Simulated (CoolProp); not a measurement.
Vapour-liquid equilibrium of R22 (1) + R113 (2) at 333.2 K; x and y are mole fractions of (1).

Computed with CoolProp (multi-fluid Helmholtz-energy mixture model, Kamei 1995 and Marx 1992; pair parameters Bell 2016).

Give the bubble pressure and the first vapour's composition at x = 0.275, 0.875, 0.95. Is there an azeotrope?

x = 0.275: 0.7699 MPa, y = 0.826; x = 0.875: 2.080 MPa, y = 0.976; x = 0.95: 2.280 MPa, y = 0.990. No azeotrope shows between x = 0.05 and 0.95.

The pair parameters rest on a limited set of measurements; away from them the model extrapolates.
